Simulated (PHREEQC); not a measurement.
A solution holds 0.003 mol/kgw HF, 0.00011 mol/kgw KF, 0.00048 mol/kgw H4SiO4, 0.29 mol/kgw H3PO4 and 0.04 mol/kgw NaOH, at 20 °C. Closed to the air; pH follows from the charge balance.

Computed with PHREEQC (ion-association model, phreeqc.dat).

| Property | Value |
|---|---|
| pH | 1.56 |
| ionic strength | 0.0727 mol/kgw |
| activity of water | 0.994 |
| specific conductance | 11900 µS/cm |
| density | 1.015 g/cm³ |
| total alkalinity | -253 meq/kg |

```csv
species,molality,activity,log γ
H3PO4,0.218,0.221,0.007
H2PO4-,0.0723,0.0585,-0.092
Na+,0.0400,0.0322,-0.094
H+,0.0325,0.0273,-0.076
HF,0.00242,0.00246,0.007
H4SiO4,0.000379,0.000385,0.007
K+,0.000110,8.68e-5,-0.103
SiF6-2,0.000101,4.23e-5,-0.378
F-,8.34e-5,6.56e-5,-0.104
```

No solid was allowed to form. The solution is supersaturated, for example in Quartz (slow to form), Chalcedony (slow to form), so a real one may precipitate; this is no full list. SiF6-2 is the database's only silicon fluoride.
